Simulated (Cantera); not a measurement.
Cantera run:

```python
import numpy as np
import cantera as ct

gas_names = """
    CL CL2 H HCL H2 N NH NH2 NH3 N2 N2H2 N2H4 Si SiCL SiCL2 SiCL3 SiCL4 SiH SiHCL3 SiH2 SiH2CL2 SiH3
    SiH3CL SiH4 SiN Si2 Si2N Si3
""".split()
cond_names = """
    NH4CL(a) NH4CL(b) Si(cr) Si(L) Si3N4(a)
""".split()


# ... load() reads the species with a 1 bar reference pressure and builds the phases ...
atoms = {
    'Si': {'Si': 1},
    'HCl': {'H': 1, 'CL': 1},
    'N2': {'N': 2},
}
top_T = {'Si3N4(a)': 2400}  # K; cautious upper limits of use, not melting points


# ... equilibrate(T, P, feed) seeds the gas with the atoms and calls Mixture.equilibrate('TP', solver="vcs", rtol=1e-11, max_steps=5000) ...
results = []
P = 1333.22  # Pa
for T in [725, 775, 825, 875, 925, 975, 1025, 1075, 1125]:
    for m in [3.3, 4.1, 5, 6.2, 7.7, 9.5, 12, 14, 18, 22, 27]:
        feed = {'Si': 1, 'HCl': m, 'N2': 14}  # mol
        mix = equilibrate(T, P, feed)
        results.append((T, P, feed, dict(zip(mix.species_names, mix.species_moles))))

for T, P, feed, n in results:
    print(f"{T:7g} {feed['HCl']:10.4g}  " + (" + ".join(c for c in cond_names if n.get(c, 0) > 1e-12) or "gas only"))
```

It prints:

```
    725        3.3  Si3N4(a)
    725        4.1  Si3N4(a)
    725          5  Si3N4(a)
    725        6.2  Si3N4(a)
    725        7.7  gas only
    725        9.5  gas only
    725         12  gas only
    725         14  gas only
    725         18  gas only
    725         22  gas only
    725         27  gas only
    775        3.3  Si3N4(a)
    775        4.1  Si3N4(a)
    775          5  Si3N4(a)
    775        6.2  Si3N4(a)
    775        7.7  Si3N4(a)
    775        9.5  gas only
    775         12  gas only
    775         14  gas only
    775         18  gas only
    775         22  gas only
    775         27  gas only
    825        3.3  Si3N4(a)
    825        4.1  Si3N4(a)
    825          5  Si3N4(a)
    825        6.2  Si3N4(a)
    825        7.7  Si3N4(a)
    825        9.5  gas only
    825         12  gas only
    825         14  gas only
    825         18  gas only
    825         22  gas only
    825         27  gas only
    875        3.3  Si3N4(a)
    875        4.1  Si3N4(a)
    875          5  Si3N4(a)
    875        6.2  Si3N4(a)
    875        7.7  Si3N4(a)
    875        9.5  gas only
    875         12  gas only
    875         14  gas only
    875         18  gas only
    875         22  gas only
    875         27  gas only
    925        3.3  Si3N4(a)
    925        4.1  Si3N4(a)
    925          5  Si3N4(a)
    925        6.2  Si3N4(a)
    925        7.7  Si3N4(a)
    925        9.5  gas only
    925         12  gas only
    925         14  gas only
    925         18  gas only
    925         22  gas only
    925         27  gas only
    975        3.3  Si3N4(a)
    975        4.1  Si3N4(a)
    975          5  Si3N4(a)
    975        6.2  Si3N4(a)
    975        7.7  Si3N4(a)
    975        9.5  gas only
    975         12  gas only
    975         14  gas only
    975         18  gas only
    975         22  gas only
    975         27  gas only
   1025        3.3  Si3N4(a)
   1025        4.1  Si3N4(a)
   1025          5  Si3N4(a)
   1025        6.2  Si3N4(a)
   1025        7.7  Si3N4(a)
   1025        9.5  Si3N4(a)
   1025         12  gas only
   1025         14  gas only
   1025         18  gas only
   1025         22  gas only
   1025         27  gas only
   1075        3.3  Si3N4(a)
   1075        4.1  Si3N4(a)
   1075          5  Si3N4(a)
   1075        6.2  Si3N4(a)
   1075        7.7  Si3N4(a)
   1075        9.5  Si3N4(a)
   1075         12  gas only
   1075         14  gas only
   1075         18  gas only
   1075         22  gas only
   1075         27  gas only
   1125        3.3  Si3N4(a)
   1125        4.1  Si3N4(a)
   1125          5  Si3N4(a)
   1125        6.2  Si3N4(a)
   1125        7.7  Si3N4(a)
   1125        9.5  Si3N4(a)
   1125         12  gas only
   1125         14  gas only
   1125         18  gas only
   1125         22  gas only
   1125         27  gas only
```

Method: chemical equilibrium by Gibbs-energy minimisation in Cantera with the NASA 1993 tables (ideal gas, pure condensed phases). N2 is the only nitrogen source here; it is nearly inert below about 1500 K, so the nitride shown seldom forms there in practice. The tables' values for SiCl3 are old estimates.
